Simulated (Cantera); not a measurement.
A closed system holds: 1 mol BN, 1.7 mol H₂O, 3.2 mol N₂, at 81.0 Pa.

Cantera equilibrium calculation (NASA polynomials, part measured and part estimated; ideal gas, pure solids and liquids). Candidate condensed phases: B, BN, B₂O₃, B₃O₃H₃, H₂O; 39 gas species. The numbers say what is thermodynamically allowed, not how fast it happens.

**Question.** Which condensed phases are stable at each of these points (T (K)): 1048, 1123, 1198, 1273, 1348, 1423, 1498, 1573, 1648, 1723, 1798, 1873, 1948, 2023?

**Answer.** 
```csv
T (K),condensed phases,B condensed (%)
1048,B₂O₃(l),99.7
1123,B₂O₃(l),99.1
1198,B₂O₃(l),97.1
1273,B₂O₃(l),92.6
1348,B₂O₃(l),83.6
1423,B₂O₃(l),68.2
1498,B₂O₃(l),34.6
1573,gas only,0.0
1648,gas only,0.0
1723,gas only,0.0
1798,gas only,0.0
1873,gas only,0.0
1948,gas only,0.0
2023,gas only,0.0
```

From 1048 K to 1498 K the condensed part is B₂O₃(l). From 1573 K to 2023 K nothing is condensed.
